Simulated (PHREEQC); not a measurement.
**Leach liquor: speciation**

Consider water at 20 °C with 0.027 mol/kgw HCl, 0.74 mol/kgw Li2SO4 and 0.00038 mol/kgw Fe2(SO4)3. Closed to the air; pH follows from the charge balance.

All values are PHREEQC results (ion-association model, phreeqc.dat), not measurements.

Precipitation was switched off in this run.

Predict the pH, activity of water.

pH 2.38; activity of water 0.967.

In which forms is S present?

SO4-2 57 %, LiSO4- 40 %, HSO4- 2.9 % of the S.

Saturation is exceeded, for instance for Hematite (slow to form), Goethite (slow to form); the values hold only as long as no solid forms. Caution: at this ionic strength the ion-association model is outside its range; a Pitzer model would be the better tool where its parameters exist.
